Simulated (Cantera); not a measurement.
Charge: 1 mol C3H8, 0.2 mol NH3, held at 1.80 mbar.

Cantera equilibrium calculation (NASA polynomials, part measured and part estimated; ideal gas, pure solids and liquids). Candidate condensed phases: C, C6H6, C7H8, C8H18; 92 gas species. Equilibrium is a limit: real reactors are often held back by kinetics, nucleation or transport.

### Question
At 1725 K, list the 6 most abundant gas species with their mole fractions, and the condensed phases.

### Answer
H2 0.973, N2 0.0224, H 0.00432, HCN 0.000618, C2H2 (acetylene) 8.96e-5, HNC 1.97e-5. Condensed: C(graphite).
